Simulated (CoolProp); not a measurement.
The numbers come from the reference Helmholtz-energy equation of state, Gao 2016 in CoolProp.

Question: Give the vapour pressure (MPa), vapour density (kg/m³), enthalpy of vaporisation (kJ/kg), liquid cp (kJ/(kg K)) of saturated sulfur dioxide at 309.6, 354.6 K.

Answer: 
```tsv
T (K)	p (MPa)	vapour density (kg/m³)	enthalpy of vaporisation (kJ/kg)	liquid cp (kJ/(kg K))
309.6	0.566	15.4	344	1.41
354.6	1.86	50.2	287	1.56
```
